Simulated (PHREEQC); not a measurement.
Solution (25 °C): 0.45 mol/kgw Cu(NO3)2 and 0.021 mol/kgw NaCl. Closed to the air; pH follows from the charge balance.

Model: ion-association model, wateq4f.dat, run in PHREEQC.

Each row changes one thing in this solution. This is a speciation only: nothing precipitates in the calculation.

| case | pH | Cu2(OH)2+2 (mol/kgw) | CuOH+ (mol/kgw) | Cu(OH)2 (mol/kgw) | SI of Cu2(OH)3NO3 (Cu2(OH)3NO3) | SI of Tenorite (CuO) |
|---|---|---|---|---|---|---|
| as made | 4.01 | 5.85e-5 | 1.47e-5 | 1.31e-7 | +0.30 | -0.68 |
| NaCl left out | 4.01 | 5.93e-5 | 1.46e-5 | 1.30e-7 | +0.30 | -0.68 |
| NaCl from 0.021 to 0.0189 mol/kgw | 4.01 | 5.86e-5 | 1.47e-5 | 1.31e-7 | +0.30 | -0.68 |
| temperature from 25 to 80 °C | 3.40 | 0.000274 | 3.18e-6 | 6.68e-9 | +0.27 | -0.23 |
| 0.026 mol/kgw CuCl2 added | 4.01 | 5.82e-5 | 1.51e-5 | 1.33e-7 | +0.32 | -0.66 |

The ionic strength passes 0.7 mol/kgw, the rough limit of the ion-association models, in every such run. Some of these states are supersaturated (in Atacamite, Cu2(OH)3NO3, for instance). Constants without temperature data keep their 25 °C values here.
